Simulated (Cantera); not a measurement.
Mixture: CH4 : H2 : O2 : N2 = 1 : 0.057 : 1.69 : 11.5 (molar parts), equivalence ratio 1.2, at 4.93 atm, adiabatic and at constant pressure. Ignition delay is the time to a rise of 400 K.

Computed with Cantera and GRI-Mech 3.0 (53 species, 325 reactions). Below about 1000 K GRI-Mech 3.0 lacks low-temperature oxidation paths. Below about 950 K walls govern HO2 and H2O2 in real vessels.

Q: What does this change do: 0.22 parts C2H6 added?

A: 
```json
[
 {"quantity": "delay at 900 K", "before": "0.425 s", "after": "0.454 s"},
 {"quantity": "delay at 1100 K", "before": "26.0 ms", "after": "5.88 ms"},
 {"quantity": "delay at 1300 K", "before": "3.61 ms", "after": "0.452 ms"},
 {"quantity": "delay at 1500 K", "before": "0.493 ms", "after": "94.2 µs"},
 {"quantity": "apparent activation energy between 1400 and 1600 K", "before": "180 kJ/mol", "after": "130 kJ/mol"}
]
```

Q: What does this change do: H2 0.057 to 0.02 parts?

A: 
```
quantity                                                before       after
--------------------------------------------------  ----------  ----------
delay at 900 K                                         0.425 s     0.670 s
delay at 1100 K                                        26.0 ms     46.8 ms
delay at 1300 K                                        3.61 ms     4.84 ms
delay at 1500 K                                       0.493 ms    0.582 ms
apparent activation energy between 1400 and 1600 K  180 kJ/mol  190 kJ/mol
```
